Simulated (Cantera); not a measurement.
An isothermal, constant-pressure homogeneous reactor starts with NH3 : N2 = 1 : 9.1 (molar parts), at 1848 K and 760 Torr. Integrator tolerance rtol = 1e-08.

Cantera simulation using the gas-phase N/H chemistry of the illustrative SiF4/NH3 mechanism in the Surface Chemkin manual (1991); the numbers are that mechanism's predictions, not measurements. Walls and surfaces, which speed up NH3 decomposition in real reactors, are not modelled.

**Question.** What does this change do: pressure from 760 Torr to 97.5 Torr?

**Answer.** 
```
quantity                                              before                                      after
-----------------  -----------------------------------------  -----------------------------------------
x(NH3) at 5.00 s    0.000282 (gas-phase equilibrium 1.23e-6)    0.00285 (gas-phase equilibrium 1.57e-7)
x(N2H2) at 5.00 s    3.42e-11 (gas-phase equilibrium <1e-12)     5.14e-9 (gas-phase equilibrium <1e-12)
x(NH) at 5.00 s     6.86e-8 (gas-phase equilibrium 3.06e-10)   9.13e-7 (gas-phase equilibrium 3.06e-10)
x(N) at 5.00 s      1.71e-8 (gas-phase equilibrium 7.74e-11)   2.60e-7 (gas-phase equilibrium 2.16e-10)
x(H) at 5.00 s     0.000192 (gas-phase equilibrium 0.000195)  0.000216 (gas-phase equilibrium 0.000544)
x(N2H4) at 5.00 s    2.18e-12 (gas-phase equilibrium <1e-12)    3.79e-11 (gas-phase equilibrium <1e-12)
x(NH2) at 5.00 s     1.10e-6 (gas-phase equilibrium 4.85e-9)    1.28e-5 (gas-phase equilibrium 1.74e-9)
```
